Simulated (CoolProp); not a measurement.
Vapour-liquid equilibrium of methanol (1) + water (2) at 0.307 MPa; x and y are mole fractions of (1).

The numbers come from the multi-fluid Helmholtz-energy mixture model, de Reuck 1993 and Wagner 2002; pair parameters Bell 2016 in CoolProp.

Question: Give the bubble temperature and the first vapour's composition at x = 0.05, 0.5, 0.875. Is there an azeotrope?

Answer: x = 0.05: 129.4 °C, y = 0.170; x = 0.5: 106.7 °C, y = 0.756; x = 0.875: 98.0 °C, y = 0.944. No azeotrope shows between x = 0.05 and 0.95.

The pair parameters rest on a limited set of measurements; away from them the model extrapolates.
